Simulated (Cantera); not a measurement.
A perfectly stirred reactor is fed with C2H6 : N2 = 1 : 46 (molar parts), at 1.00 bar; it is held at 1825 K, and followed from long to short residence time.

Model: GRI-Mech 3.0 (53 species, 325 reactions), integrated in Cantera. GRI-Mech 3.0 stops at C3 and has no aromatics, soot or wall deposition, so with more carbon than oxygen in the feed, carbon stays in small species such as C2H2 where larger ones or solid carbon would form.

Question: Predict: x(C2H6) at τ = 3.90 s; x(CH2) at τ = 3.90 s; x(C2H2) at τ = 3.90 s; x(C2H) at τ = 3.90 s; x(C2H4) at τ = 3.90 s; x(C2H6) at τ = 98.0 ms; x(CH2) at τ = 98.0 ms; x(C2H2) at τ = 98.0 ms; x(C2H) at τ = 98.0 ms; x(C2H4) at τ = 98.0 ms.

Answer: 
* **x(C2H6) at τ = 3.90 s**: 1.51e-7
* **x(CH2) at τ = 3.90 s**: 6.31e-8
* **x(C2H2) at τ = 3.90 s**: 0.0200
* **x(C2H) at τ = 3.90 s**: 4.49e-7
* **x(C2H4) at τ = 3.90 s**: 1.67e-5
* **x(C2H6) at τ = 98.0 ms**: 5.38e-6
* **x(CH2) at τ = 98.0 ms**: 4.55e-7
* **x(C2H2) at τ = 98.0 ms**: 0.0192
* **x(C2H) at τ = 98.0 ms**: 5.66e-7
* **x(C2H4) at τ = 98.0 ms**: 4.60e-5
